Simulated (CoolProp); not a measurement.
R123 at 298.15 K and 0.065 MPa flows at 0.23 m/s in a round tube of 6 mm bore and 1.5 µm roughness, fully developed (64/Re and Nu = 3.66 if laminar; Colebrook and Gnielinski if turbulent). Each further row changes one setting.

Values from CoolProp's reference Helmholtz-energy equation of state, Younglove 1994. It is a modified Benedict-Webb-Rubin equation, recast in Helmholtz form.

```tsv
case	Reynolds number	Darcy friction factor	pressure drop (Pa/m)	heat-transfer coefficient (W/(m² K))	mass flow (kg/h)
as stated	___	___	2.20	5.60	___
velocity 0.46 m/s	1060	0.0604	___	5.60	___
diameter 12 mm	1060	0.0604	0.550	2.80	___
```

Question: Fill in the missing entries.

Answer: 
- as stated, Reynolds number: 529
- as stated, Darcy friction factor: 0.121
- as stated, mass flow (kg/h): 0.0966
- velocity 0.46 m/s, pressure drop (Pa/m): 4.40
- velocity 0.46 m/s, mass flow (kg/h): 0.193
- diameter 12 mm, mass flow (kg/h): 0.386

Viscosity comes from a separate model (Tanaka 1996). Thermal conductivity comes from a separate model (Laesecke 1996).
